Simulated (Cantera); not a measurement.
A Cantera script and what it prints.

```python
import numpy as np
import cantera as ct

gas_names = [...]  # 139 gases of nasa_gas.yaml made of C, H, N, O, Pb
cond_names = """
    C(gr) C6H6(L) C7H8(L) C8H18(L),n-octa H2O(s) H2O(L) Pb(cr) Pb(L) PbO(rd) PbO(yw) PbO(L) PbO2(s)
    Pb3O4(s)
""".split()


# ... load() reads the species with a 1 bar reference pressure and builds the phases ...
atoms = {
    'PbO': {'Pb': 1, 'O': 1},
    'CH4': {'C': 1, 'H': 4},
    'N2': {'N': 2},
}
top_T = {'C(gr)': 4500, 'Pb3O4(s)': 820}  # K; cautious upper limits of use, not melting points


# ... equilibrate(T, P, feed) seeds the gas with the atoms and calls Mixture.equilibrate('TP', solver="vcs", rtol=1e-11, max_steps=5000) ...
results = []
feed = {'PbO': 1, 'CH4': 1.2, 'N2': 0.1}  # mol
P = 110  # Pa
for T in [2048, 2098, 2148, 2198, 2248, 2298, 2348, 2398, 2448, 2498, 2548, 2598, 2648]:
    mix = equilibrate(T, P, feed)
    results.append((T, P, feed, dict(zip(mix.species_names, mix.species_moles))))

top = {s: max(r[3][s] / sum(r[3][g] for g in gas_names) for r in results) for s in gas_names}
cols = sorted((s for s in top if top[s] > 1e-06), key=lambda s: -top[s])[:5]
seen = [c for c in cond_names if any(r[3].get(c, 0) > 1e-12 for r in results)]
print("log10 of partial pressures in bar; condensed amounts in mol")
print(f"{'T/K':>10s}" + "".join(f"{s[:9]:>10s}" for s in cols + seen))
for T, P, feed, n in results:
    ng = sum(n[g] for g in gas_names)
    print(f"{T:10.4g}" + "".join(f"{np.log10(max(n[s] / ng * P / 1e5, 1e-99)):10.3f}" for s in cols)
          + "".join(f"{n.get(c, 0):10.4g}" for c in seen))
```

Result:

```
log10 of partial pressures in bar; condensed amounts in mol
       T/K         H        H2        CO        Pb        N2     C(gr)
      2048    -4.282    -3.264    -3.622    -3.622    -4.642    0.1864
      2098    -4.150    -3.275    -3.626    -3.626    -4.649    0.1831
      2148    -4.025    -3.291    -3.631    -3.631    -4.659    0.1792
      2198    -3.909    -3.310    -3.637    -3.637    -4.669    0.1746
      2248    -3.802    -3.335    -3.644    -3.644    -4.682    0.1695
      2298    -3.702    -3.366    -3.653    -3.653    -4.696    0.1638
      2348    -3.611    -3.404    -3.663    -3.663    -4.712    0.1574
      2398    -3.528    -3.451    -3.675    -3.675    -4.730    0.1501
      2448    -3.454    -3.506    -3.688    -3.688    -4.749    0.1415
      2498    -3.390    -3.572    -3.701    -3.701    -4.769    0.1303
      2548    -3.334    -3.649    -3.716    -3.716    -4.789    0.1136
      2598    -3.288    -3.737    -3.730    -3.730    -4.810   0.08586
      2648    -3.250    -3.836    -3.744    -3.744    -4.831   0.03572
```

Cantera equilibrium calculation (NASA polynomials, part measured and part estimated; ideal gas, pure solids and liquids).
